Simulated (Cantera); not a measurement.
A perfectly stirred reactor is fed with 88.5 % NH₃, 11.5 % H₂, at 53000 Pa; it is held at 1773 K, and followed from long to short residence time.

Model: the gas-phase N/H chemistry of the illustrative SiF4/NH3 mechanism in the Surface Chemkin manual (1991), integrated in Cantera. Walls and surfaces, which speed up NH3 decomposition in real reactors, are not modelled.

Question: Predict: x(NH₃) at τ = 19.0 s; x(H₂) at τ = 19.0 s; x(N₂H₄) at τ = 19.0 s; x(N) at τ = 19.0 s; x(H) at τ = 19.0 s; x(NH₃) at τ = 0.240 s; x(H₂) at τ = 0.240 s; x(N₂H₄) at τ = 0.240 s; x(N) at τ = 0.240 s; x(H) at τ = 0.240 s.

Answer: 
```json
{
 "x(NH₃) at τ = 19.0 s": "0.0581",
 "x(H₂) at τ = 19.0 s": "0.722",
 "x(N₂H₄) at τ = 19.0 s": "4.57e-9",
 "x(N) at τ = 19.0 s": "5.44e-8",
 "x(H) at τ = 19.0 s": "0.000226",
 "x(NH₃) at τ = 0.240 s": "0.667",
 "x(H₂) at τ = 0.240 s": "0.275",
 "x(N₂H₄) at τ = 0.240 s": "1.47e-7",
 "x(N) at τ = 0.240 s": "6.01e-8",
 "x(H) at τ = 0.240 s": "4.26e-5"
}
```
